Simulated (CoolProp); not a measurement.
Saturation properties of R125.

Computed with CoolProp (reference Helmholtz-energy equation of state, Lemmon 2005).

| T (K) | p (kPa) | liquid density (kg/m³) | vapour density (kg/m³) | enthalpy of vaporisation (kJ/kg) | surface tension (mN/m) |
|---|---|---|---|---|---|
| 256.4 | 380.2 | 1393 | 23.96 | 145.3 | 9.18 |
| 263.1 | 481.7 | 1365 | 30.22 | 140.6 | 8.27 |
| 269.8 | 602.3 | 1335 | 37.75 | 135.7 | 7.37 |
| 276.5 | 744.4 | 1304 | 46.80 | 130.5 | 6.50 |
| 283.2 | 910.1 | 1271 | 57.65 | 124.9 | 5.66 |
| 289.9 | 1102 | 1236 | 70.70 | 118.7 | 4.83 |
| 296.6 | 1323 | 1199 | 86.46 | 112.0 | 4.03 |
| 303.3 | 1575 | 1157 | 105.6 | 104.6 | 3.26 |

It boils at 225.1 K under 1 atm.

Surface tension comes from a separate correlation (Mulero 2012).
